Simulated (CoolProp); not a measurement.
A single-stage vapour-compression cycle with propylene: evaporating at 195.15 K (dew point), condensing at 216.15 K (bubble point), superheat 10 K, subcooling 5 K, compressor efficiency 0.85, no pressure losses. Each further row changes one setting.

Model: reference Helmholtz-energy equation of state, Lemmon 2013, in CoolProp.

```
case                              cooling COP  pressure ratio  discharge temperature (K)  refrigerating effect (kJ/kg)  volumetric capacity (kJ/m³)
--------------------------------  -----------  --------------  -------------------------  ----------------------------  ---------------------------
as stated                                7.32            3.26                      253.7                           449                          222
evaporating temperature 200.15 K          [?]            2.40                        [?]                           454                          299
condensing temperature 211.15 K          9.77            2.52                      242.8                           459                          227
subcooling 10 K                          7.50            3.26                      253.7                           459                          227
superheat 20 K                            [?]            3.26                      264.5                           461                          217
compressor efficiency 0.75               6.46            3.26                      259.5                           449                          222
```

What belongs in the gaps?


- evaporating temperature 200.15 K, cooling COP: 10.1
- evaporating temperature 200.15 K, discharge temperature (K): 246.2
- superheat 20 K, cooling COP: 7.18
